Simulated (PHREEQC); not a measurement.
LiOH is added in steps, without added water, to 1 kg of water holding 94 mmol/kgw CaCl2 and 72 mmol/kgw Na2SO4, at 20 °C. Oxygen alone is held at its pressure in air (log pO2 = -0.68). No CO2 enters from the air. Solids allowed: Gypsum, Halite. Others were left out.

Base run: PHREEQC, ion-association model, phreeqc.dat. Each further column changes one thing. The table gives Gypsum (mol).

| LiOH added (mol) | base | metal-ligand complexes left out | database wateq4f.dat | all activity coefficients set to 1 |
|---|---|---|---|---|
| 0 | 0.0563 | 0.0620 | 0.0558 | 0.0656 |
| 0.0003188 | 0.0563 | 0.0620 | 0.0558 | 0.0656 |
| 0.0009562 | 0.0562 | 0.0620 | 0.0558 | 0.0656 |
| 0.001275 | 0.0562 | 0.0619 | 0.0557 | 0.0655 |
| 0.001912 | 0.0562 | 0.0619 | 0.0557 | 0.0655 |
| 0.002231 | 0.0561 | 0.0619 | 0.0557 | 0.0655 |
| 0.002869 | 0.0561 | 0.0619 | 0.0556 | 0.0655 |
| 0.003187 | 0.0561 | 0.0618 | 0.0556 | 0.0655 |
| 0.003825 | 0.0560 | 0.0618 | 0.0556 | 0.0655 |
| 0.004144 | 0.0560 | 0.0618 | 0.0555 | 0.0655 |
| 0.004781 | 0.0560 | 0.0617 | 0.0555 | 0.0654 |
| 0.0051 | 0.0559 | 0.0617 | 0.0555 | 0.0654 |

 phreeqc.dat and wateq4f.dat share most of their constants, so their agreement is no independent check. Solids allowed in the column 'database wateq4f.dat': Gypsum, Portlandite, Halite, Mirabilite.
